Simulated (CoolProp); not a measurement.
A Linde-Hampson liquefier for oxygen: isothermal reversible compression at 200 K from 1 atm to 15 MPa, throttling to 1 atm, return gas leaving the recuperator 10 K below the feed. Each further row changes one setting.

Computed with CoolProp (reference Helmholtz-energy equation of state, Schmidt 1985).

| case | liquid yield per pass | compression work (kJ/kg of gas) |
|---|---|---|
| as stated | 0.267 | 236 |
| high pressure 30 MPa | 0.352 | ? |
| warm-end temperature 230 K | ? | 283 |
| warm-end gap 15 K | ? | 236 |

### Question
What belongs in the gaps?

### Answer

- high pressure 30 MPa, compression work (kJ/kg of gas): 261
- warm-end temperature 230 K, liquid yield per pass: 0.159
- warm-end gap 15 K, liquid yield per pass: 0.256
